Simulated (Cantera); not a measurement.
A closed system holds: 1 mol CS2, 0.37 mol H2O, equilibrated at 2677 °C and 9100000 Pa.

These are equilibrium values from Cantera (NASA tables, ideal gas, pure condensed phases), not measurements of a reactor. Candidate condensed phases: C, C6H6, C7H8, C8H18, H2O, H2SO4, S; 123 gas species. The ideal-gas law is rough above about 30 bar. Rates play no part.

### Question
What is the equilibrium state?

### Answer
| Property | Value |
|---|---|
| x(CS2) | 0.249 |
| x(CO) | 0.203 |
| x(S2) | 0.201 |
| x(H2) | 0.125 |
| x(CS) | 0.101 |
| x(H2S) | 0.0547 |
| x(SH) | 0.0469 |
| x(S) | 0.0102 |
| x(H) | 0.00500 |
| gas amount | 1.791 mol |
| log10 activity of C(graphite) (absent) | -0.43 |
| log10 activity of S(l) (absent) | -1.24 |
